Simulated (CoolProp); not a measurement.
Values from CoolProp's reference Helmholtz-energy equation of state, Thol 2021.

Question: Give the vapour pressure (bar), liquid density (kg/m³), vapour density (kg/m³), liquid cp (kJ/(kg K)) of saturated chlorine at 19.75, 45.25 °C.

Answer: 
| T (°C) | p (bar) | liquid density (kg/m³) | vapour density (kg/m³) | liquid cp (kJ/(kg K)) |
|---|---|---|---|---|
| 19.75 | 6.71 | 1410 | 21.6 | 0.985 |
| 45.25 | 12.9 | 1330 | 40.8 | 1.03 |
